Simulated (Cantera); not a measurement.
## Catalytic combustion on Pt

An isothermal plug-flow reactor at 975 K and 0.290 bar (inlet), inlet velocity 1.7 m/s, active area per volume 1300 1/m; feed 0.403 % CH₄, 7.72 % O₂, 91.0 % N₂, 0.830 % H₂O, equivalence ratio 0.10.

Computed with Cantera and Deutschmann's 1995 Pt surface mechanism with GRI-Mech 3.0 gas chemistry. Catalytic surfaces can have several steady states; this one follows from the mechanism file's or the stated starting coverage. Mass transfer to the wall is taken as infinitely fast.

| z (m) | x CH₄ | x O₂ | x H₂O | x CO₂ | x CO | θ free Pt | θ O* | θ OH* |
|---|---|---|---|---|---|---|---|---|
| 0.00083 | 0.00375 | 0.0766 | 0.00887 | 0.000286 | 2.03e-6 | 0.250 | 0.749 | 0.00108 |
| 0.0015 | 0.00353 | 0.0762 | 0.00931 | 0.000504 | 1.92e-6 | 0.250 | 0.749 | 0.00111 |
| 0.0026 | 0.00319 | 0.0755 | 0.00997 | 0.000836 | 1.74e-6 | 0.250 | 0.749 | 0.00115 |
| 0.0047 | 0.00264 | 0.0744 | 0.0111 | 0.00139 | 1.44e-6 | 0.251 | 0.748 | 0.00121 |
| 0.0083 | 0.00190 | 0.0730 | 0.0126 | 0.00213 | 1.04e-6 | 0.252 | 0.747 | 0.00129 |
| 0.015 | 0.00103 | 0.0712 | 0.0143 | 0.00300 | 5.64e-7 | 0.253 | 0.746 | 0.00138 |
| 0.026 | 0.000372 | 0.0699 | 0.0156 | 0.00366 | 2.04e-7 | 0.253 | 0.745 | 0.00144 |
| 0.047 | 5.27e-5 | 0.0693 | 0.0163 | 0.00397 | 2.92e-8 | 0.254 | 0.745 | 0.00147 |
| 0.083 | 1.85e-6 | 0.0692 | 0.0164 | 0.00403 | 1.21e-9 | 0.254 | 0.745 | 0.00147 |
x: gas mole fraction; θ: surface coverage.
